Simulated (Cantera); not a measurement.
Feed: 1 mol Hg, 0.01 mol O2, 9.2 mol H2, at 31.0 Pa.

Equilibrium computed with Cantera from the NASA thermochemical tables; the gas is ideal and each condensed phase is pure. Candidate condensed phases: H2O, Hg, HgO; 10 gas species. Kinetics and transport are ignored. All values below are at 625 K.

Base state: H2 0.900, Hg 0.0980, H2O 0.00196 (mole fractions); condensed: gas only.

What changes in the equilibrium state with this change: 0.14 mol NH3 added?


```csv
species,before,after
H2,0.900,0.896
Hg,0.0980,0.0954
N2,0,0.00668
H2O,0.00196,0.00191
```
